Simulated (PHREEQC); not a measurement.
Spent oxide etchant (model solution)

Make-up at 25 °C: 0.018 mol/kgw NH4HF2, 0.019 mol/kgw H2SiF6, 4.2e-05 mol/kgw H3AsO4 and 0.00028 mol/kgw H2SO4. Closed to the air; pH follows from the charge balance.

All values are PHREEQC results (ion-association model, wateq4f.dat), not measurements.

This is a speciation only: nothing precipitates in the calculation.

**Question.** Estimate the pH, ionic strength.

**Answer.** pH 1.73; ionic strength 0.0591 mol/kgw.

**Question.** In which forms is As present?

**Answer.** H3AsO4 75 %, H2AsO4- 25 % of the As.

SiF6-2 is the database's only silicon fluoride.
